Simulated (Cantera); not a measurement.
A Cantera script and what it prints.

```python
import numpy as np
import cantera as ct

gas_names = """
    H HO2 H2 H2O H2O2 O OH O2 O3 Pb PbO Pb2
""".split()
cond_names = """
    H2O(s) H2O(L) Pb(cr) Pb(L) PbO(rd) PbO(yw) PbO(L) PbO2(s) Pb3O4(s)
""".split()


# ... load() reads the species with a 1 bar reference pressure and builds the phases ...
atoms = {
    'PbO': {'Pb': 1, 'O': 1},
    'H2': {'H': 2},
    'H2O': {'H': 2, 'O': 1},
}
top_T = {'Pb3O4(s)': 820}  # K; cautious upper limits of use, not melting points


# ... equilibrate(T, P, feed) seeds the gas with the atoms and calls Mixture.equilibrate('TP', solver="vcs", rtol=1e-11, max_steps=5000) ...
results = []
feed = {'PbO': 1, 'H2': 980, 'H2O': 2.9}  # mol
P = 1333.22  # Pa
for T in [950, 1000, 1050, 1100, 1150, 1200, 1250, 1300, 1350, 1400]:
    mix = equilibrate(T, P, feed)
    results.append((T, P, feed, dict(zip(mix.species_names, mix.species_moles))))

top = {s: max(r[3][s] / sum(r[3][g] for g in gas_names) for r in results) for s in gas_names}
cols = sorted((s for s in top if top[s] > 1e-05), key=lambda s: -top[s])[:5]
seen = [c for c in cond_names if any(r[3].get(c, 0) > 1e-12 for r in results)]
print("log10 of partial pressures in bar; condensed amounts in mol")
print(f"{'T/K':>10s}" + "".join(f"{s[:9]:>10s}" for s in cols + seen))
for T, P, feed, n in results:
    ng = sum(n[g] for g in gas_names)
    print(f"{T:10.4g}" + "".join(f"{np.log10(max(n[s] / ng * P / 1e5, 1e-99)):10.3f}" for s in cols)
          + "".join(f"{n.get(c, 0):10.4g}" for c in seen))
```

It prints:

```
log10 of partial pressures in bar; condensed amounts in mol
       T/K        H2       H2O        Pb         H     Pb(L)
       950    -1.877    -4.277    -5.298   -10.193    0.6289
      1000    -1.877    -4.277    -4.868    -9.583         0
      1050    -1.877    -4.277    -4.868    -9.030         0
      1100    -1.877    -4.277    -4.868    -8.526         0
      1150    -1.877    -4.277    -4.868    -8.066         0
      1200    -1.877    -4.277    -4.868    -7.643         0
      1250    -1.877    -4.277    -4.868    -7.254         0
      1300    -1.877    -4.277    -4.868    -6.895         0
      1350    -1.877    -4.277    -4.868    -6.561         0
      1400    -1.877    -4.277    -4.868    -6.252         0
```

Equilibrium computed with Cantera from the NASA thermochemical tables; the gas is ideal and each condensed phase is pure.
